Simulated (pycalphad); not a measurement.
Source of the numbers: pycalphad with the COST 507 light-alloy database (1999); pressure 1 atm. The database dates from 1999; later assessments differ in places, in temperatures and in the compounds included. Amounts are mole fractions of atoms.

### Question
Give the equilibrium state of Ti-7.42Si (at.%) at 1050 K.

### Answer
```
T = 1050.00 K, P = 101325 Pa, N = 1 mol of atoms
G = -61577 J/mol, H = 7180 J/mol, S = 65.48 J/(mol K)  (SER reference)
chemical potentials (J/mol): Ti -48134, Si -229304
phase             fraction      x(Ti)      x(Si)
HCP_A3              0.7165     0.9954     0.0046
SITI3               0.2835     0.7500     0.2500
```

### Question
Give the equilibrium state of Ti-7.42Si (at.%) at 1250 K.

### Answer
```
T = 1250.00 K, P = 101325 Pa, N = 1 mol of atoms
G = -75588 J/mol, H = 17078 J/mol, S = 74.13 J/(mol K)  (SER reference)
chemical potentials (J/mol): Ti -62612, Si -237491
phase             fraction      x(Ti)      x(Si)
BCC_A2              0.7610     0.9810     0.0190
SITI3               0.2390     0.7500     0.2500
```

Database names, with the compositions (at.%) that they take in these runs: SITI3: Ti 75 Si 25. BCC_A2 is bcc; HCP_A3 is hcp.
